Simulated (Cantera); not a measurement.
A freely propagating, adiabatic, planar premixed flame of CO : H₂ : O₂ : N₂ : H₂O = 1 : 0.038 : 0.371 : 1.39 : 0.057 (molar parts), unburnt at 348 K and 101000 Pa; mixture-averaged transport, grid criteria slope 0.08 and curve 0.16, no radiation.

Computed with Cantera and GRI-Mech 3.0 (53 species, 325 reactions). Burning velocities carry a grid error of a few per cent, more on coarse grids.

Predict: laminar burning velocity; thermal thickness; peak x(HO₂).


* **laminar burning velocity**: 72.8 cm/s
* **thermal thickness**: 0.607 mm
* **peak x(HO₂)**: 0.000329
